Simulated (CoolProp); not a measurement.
Vapour-liquid equilibrium of diethyl ether (1) + ethanol (2) at 0.404 MPa; x and y are mole fractions of (1).

Computed with CoolProp (multi-fluid Helmholtz-energy mixture model, Thol 2014 and Schroeder 2014; pair parameters Bell 2016).

```tsv
x	bubble temperature, mixture model (K)	bubble temperature, Raoult's law (K)	y, mixture model	y, Raoult's law
0.05	?	389.0	?	0.115
0.2	?	382.3	0.503	0.397
0.35	367.1	375.9	0.663	0.604
0.5	?	369.9	?	0.752
0.65	359.1	364.4	?	0.857
0.8	?	359.3	0.887	0.932
0.95	?	354.7	0.967	0.986
```

Problem. What belongs in the gaps?

Solution. 
- 0.05, bubble temperature, mixture model (K): 386.3
- 0.05, y, mixture model: 0.175
- 0.2, bubble temperature, mixture model (K): 374.5
- 0.5, bubble temperature, mixture model (K): 362.4
- 0.5, y, mixture model: 0.755
- 0.65, y, mixture model: 0.822
- 0.8, bubble temperature, mixture model (K): 356.4
- 0.95, bubble temperature, mixture model (K): 354.0

The largest gap from Raoult's law is -8.8 K in bubble temperature, at x = 0.35. No azeotrope shows between x = 0.05 and 0.95.

The pair parameters rest on a limited set of measurements; away from them the model extrapolates.
